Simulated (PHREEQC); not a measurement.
Dissolve 0.22 mol H2SO4, 0.094 mol Li2SO4 and 0.00013 mol NiSO4 per kg of water at 25 °C. Closed to the air; pH follows from the charge balance.

The numbers come from PHREEQC with the ion-association model, wateq4f.dat.

```json
{
 "pH": "0.83",
 "ionic_strength": "0.423 mol/kgw",
 "activity_of_water": "0.988",
 "total_alkalinity": "-440 meq/kg"
}
```

```csv
species,molality,activity,log γ
HSO4-,0.250,0.170,-0.169
H+,0.190,0.146,-0.113
Li+,0.178,0.128,-0.145
SO4-2,0.0543,0.0119,-0.658
LiSO4-,0.00961,0.00664,-0.160
Ni+2,8.11e-5,2.31e-5,-0.545
NiSO4,4.88e-5,5.38e-5,0.042
Ni(SO4)2-2,1.21e-7,3.44e-8,-0.545
```

Precipitation was switched off in this run. Species that the database lacks are ignored.
